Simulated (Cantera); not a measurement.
Input: 1 mol SiO2, 430 mol H2, held at 640 Pa.

Equilibrium computed with Cantera from the NASA thermochemical tables; the gas is ideal and each condensed phase is pure. Candidate condensed phases: H2O, Si, SiO2; 18 gas species. Equilibrium is a limit: real reactors are often held back by kinetics, nucleation or transport. All values below are at 1123 K.

Base state: H2 1.000 (mole fractions); condensed: SiO2(β-quartz).

Q: What changes in the equilibrium state with this change: SiO2 replaced by V2O3?

A: 
```tsv
species	before	after
H2	1.000	1.000
H2O	3.35e-7	0.000219
SiO2(β-quartz), mol	1.000	0
VO(s), mol	0	0.189
V2O3(s), mol	0	0.906
```
Mutual solubility and eutectic melting of coexisting phases are not modelled. VO: taken at fixed stoichiometry. Condensed phases not in the tables: the oxides between V2O3 and V2O5 other than VO2. Further candidate phases: V, VO, V2O3, V2O4, V2O5.
